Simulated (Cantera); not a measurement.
Charge: 1 mol C2H4, 3.6 mol H2O, at 0.220 bar.

These are equilibrium values from Cantera (NASA tables, ideal gas, pure condensed phases), not measurements of a reactor. Candidate condensed phases: C, C6H6, C7H8, C8H18, H2O; 110 gas species. Rates play no part. All values below are at 2775 K.

Base state: H2 0.460, CO 0.234, H2O 0.172, H 0.108, CO2 0.0127, OH 0.0111, O 0.00165, O2 0.000247 (mole fractions); condensed: gas only.

Problem. What changes in the equilibrium state with this change: pressure from 0.220 bar to 1.10 mbar?

Solution. 
| species | before | after |
|---|---|---|
| H | 0.108 | 0.650 |
| CO | 0.234 | 0.150 |
| O | 0.00165 | 0.0867 |
| H2 | 0.460 | 0.0828 |
| H2O | 0.172 | 0.00813 |
| CO2 | 0.0127 | 0.00212 |
| OH | 0.0111 | 0.0175 |
| O2 | 0.000247 | 0.00342 |
